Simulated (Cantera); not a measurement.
An isothermal, constant-pressure homogeneous reactor starts with CH4 : CO2 : H2 = 1 : 0.87 : 0.37 (molar parts), at 1200 K and 10.0 bar. Integrator tolerance rtol = 1e-08.

Cantera simulation using GRI-Mech 3.0 (53 species, 325 reactions); the numbers are that mechanism's predictions, not measurements.

```json
[
 {"quantity": "x(CH4) at 200 s", "before": "0.394 (gas-phase equilibrium 0.0738)", "after": "0.0182 (gas-phase equilibrium 0.0182)"},
 {"quantity": "x(CO2) at 200 s", "before": "0.239 (gas-phase equilibrium 0.0152)", "after": "1.65e-5 (gas-phase equilibrium 1.70e-5)"},
 {"quantity": "x(H2) at 200 s", "before": "0.0648 (gas-phase equilibrium 0.470)", "after": "0.543 (gas-phase equilibrium 0.543)"},
 {"quantity": "x(CH2) at 200 s", "before": "<1e-12 (gas-phase equilibrium <1e-12)", "after": "9.89e-9 (gas-phase equilibrium 9.90e-9)"},
 {"quantity": "x(CH3) at 200 s", "before": "1.78e-6 (gas-phase equilibrium 1.29e-7)", "after": "5.68e-5 (gas-phase equilibrium 5.68e-5)"}
]
```

**Question.** Which change was made?
A) temperature 1200 to 1348 K
B) temperature 1200 to 2125 K
C) pressure from 10.0 bar to 1.00 bar
D) temperature 1200 to 1800 K

**Answer.** D, temperature 1200 to 1800 K
